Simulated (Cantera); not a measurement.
Ignition delay

Mixture: 12.0 % CH4, 18.5 % O2, 69.5 % N2, at 5.82 atm, adiabatic and at constant volume. Ignition delay is the time to a rise of 400 K.

Cantera simulation using GRI-Mech 3.0 (53 species, 325 reactions); the numbers are that mechanism's predictions, not measurements.

| T0 (K) | delay (ms) |
|---|---|
| 1050 | 74.0 |
| 1125 | 24.9 |
| 1200 | 9.11 |
| 1275 | 3.58 |
| 1350 | 1.49 |
| 1425 | 0.657 |

* **apparent activation energy between 1275 and 1425 K**: 170 kJ/mol
